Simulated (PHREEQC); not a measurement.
Solution A (0.13 mol/kgw NaHSO4, 0.054 mol/kgw Na2SO4 and 3.4e-05 mol/kgw LiCl) is mixed with solution B (0.046 mol/kgw NaHCO3 and 0.0016 mol/kgw Na2CO3) at 20 °C; shares are by mass of water, 1 kg in all. Oxygen alone is held at its pressure in air (log pO2 = -0.68). CO2 from the air is kept out. Solids allowed: Halite, Mirabilite, Nahcolite, Natron. Others were left out.

Model: ion-association model, wateq4f.dat, run in PHREEQC.

### Question
Predict pH, HCO3- (mol/kgw), CO2 (mol/kgw) at share of solution B = 0, 0.2, 0.9, 1.

### Answer
```json
[
 {"share of solution B": "0", "pH": "1.45", "HCO3- (mol/kgw)": "0", "CO2 (mol/kgw)": "0"},
 {"share of solution B": "0.2", "pH": "1.57", "HCO3- (mol/kgw)": "2.17e-7", "CO2 (mol/kgw)": "0.00952"},
 {"share of solution B": "0.9", "pH": "6.70", "HCO3- (mol/kgw)": "0.0305", "CO2 (mol/kgw)": "0.0116"},
 {"share of solution B": "1", "pH": "8.62", "HCO3- (mol/kgw)": "0.0448", "CO2 (mol/kgw)": "0.000214"}
]
```
